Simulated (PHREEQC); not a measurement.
Solution (46 °C): 0.029 mol/kgw HCl, 0.25 mol/kgw ZnSO4 and 0.00026 mol/kgw Na2SO4. Closed to the air; pH follows from the charge balance.

All values are PHREEQC results (ion-association model, phreeqc.dat), not measurements.

Problem. The ionic strength comes out as 0.490 mol/kgw. What activity coefficients do ZnCl+, Zn+2, NaSO4-, HSO4-, Na+ get?

Solution. ZnCl+ 0.64, Zn+2 0.21, NaSO4- 0.68, HSO4- 0.72, Na+ 0.71.

This is a speciation only: nothing precipitates in the calculation. At this temperature some constants are extrapolated from 25 °C, and those without enthalpy data are left unchanged.
